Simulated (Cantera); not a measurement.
**Equilibrium for nitride etching: Si₃N₄ + NF₃ + N₂**

Feed: 1 mol Si₃N₄, 7.6 mol NF₃, 0.89 mol N₂, equilibrated at 575 °C and 0.200 bar.

These are equilibrium values from Cantera (NASA tables, ideal gas, pure condensed phases), not measurements of a reactor. Candidate condensed phases: Si, Si₃N₄; 16 gas species. Rates play no part.

```
Item                                  Value
--------------------------------  ---------
x(N₂)                                 0.434
x(F₂)                                 0.233
x(SiF₄)                               0.217
x(NF₃)                               0.0986
x(F)                                 0.0180
x(NF₂)                              1.33e-6
gas amount                        13.85 mol
log10 activity of Si(s) (absent)     -90.67
```
